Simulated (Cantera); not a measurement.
Input: 1 mol Cr, 24 mol N2, 8 mol H2, at 290000 Pa.

Method: chemical equilibrium by Gibbs-energy minimisation in Cantera with the NASA 1993 tables (ideal gas, pure condensed phases). Candidate condensed phases: Cr, CrN, Cr2N; 11 gas species. The numbers say what is thermodynamically allowed, not how fast it happens.

x: gas mole fraction; n: condensed amount in mol.

```csv
T (°C),x N2,x H2,x Cr,x H,x NH3,n CrN(s),n Cr2N(s),n Cr(s),n Cr(l)
875,0.746,0.254,<1e-12,2.12e-8,?,1.00,0,0,0
1025,0.746,0.254,1.94e-10,3.17e-7,?,1.00,0,0,0
1175,0.748,0.252,2.11e-8,2.72e-6,?,0,0.500,0,0
1325,0.748,0.252,6.62e-7,1.57e-5,?,0,0.500,0,0
1475,0.748,0.252,1.13e-5,6.73e-5,?,0,0.500,0,0
1625,0.750,0.250,0.000118,0.000229,?,0,0,0.996,0
1775,0.749,0.249,0.000667,0.000657,?,0,0,0.979,0
1925,0.747,0.248,0.00284,0.00163,?,0,0,0,0.909
2075,0.741,0.245,0.00954,0.00359,?,0,0,0,0.691
2225,0.727,0.239,0.0276,0.00715,?,0,0,0,0.0891
2375,0.722,0.234,0.0301,0.0132,?,0,0,0,0
2525,0.719,0.228,0.0300,0.0228,?,0,0,0,0
```

Q: Some entries are withheld; supply them.

A: 
- 875, x NH3: 7.89e-5
- 1025, x NH3: 4.01e-5
- 1175, x NH3: 2.31e-5
- 1325, x NH3: 1.49e-5
- 1475, x NH3: 1.03e-5
- 1625, x NH3: 7.54e-6
- 1775, x NH3: 5.81e-6
- 1925, x NH3: 4.62e-6
- 2075, x NH3: 3.73e-6
- 2225, x NH3: 3.00e-6
- 2375, x NH3: 2.51e-6
- 2525, x NH3: 2.12e-6
